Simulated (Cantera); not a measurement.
Input: 1 mol Al, 2.3 mol HCl, 12 mol H₂, equilibrated at 1.00 bar.

Cantera equilibrium calculation (NASA polynomials, part measured and part estimated; ideal gas, pure solids and liquids). Candidate condensed phases: Al, AlCl₃; 12 gas species. The tables' values for AlCl₂ are old estimates; treat these amounts as uncertain. Kinetics and transport are ignored. All values below are at 1325 K.

Base state: H₂ 0.928, AlCl₃ 0.0415, AlCl 0.0217, AlCl₂ 0.00740, HCl 0.00135 (mole fractions); condensed: gas only.

**Question.** What changes in the equilibrium state with this change: pressure from 1.00 bar to 41.0 Pa?

**Answer.** 
| species | before | after |
|---|---|---|
| H₂ | 0.928 | 0.894 |
| AlCl | 0.0217 | 0.0389 |
| HCl | 0.00135 | 0.0365 |
| AlCl₃ | 0.0415 | 0.0231 |
| H | 1.58e-6 | 7.64e-5 |
| AlCl₂ | 0.00740 | 0.00739 |

**Question.** What changes in the equilibrium state with this change: HCl from 2.3 to 3.2 mol?

**Answer.** 
```json
[
 {"species": "H₂", "before": "0.928", "after": "0.917"},
 {"species": "AlCl₃", "before": "0.0415", "after": "0.0666"},
 {"species": "HCl", "before": "0.00135", "after": "0.0152"},
 {"species": "AlCl", "before": "0.0217", "after": "0.000272"},
 {"species": "AlCl₂", "before": "0.00740", "after": "0.00105"},
 {"species": "Al₂Cl₆", "before": "6.18e-6", "after": "1.59e-5"}
]
```
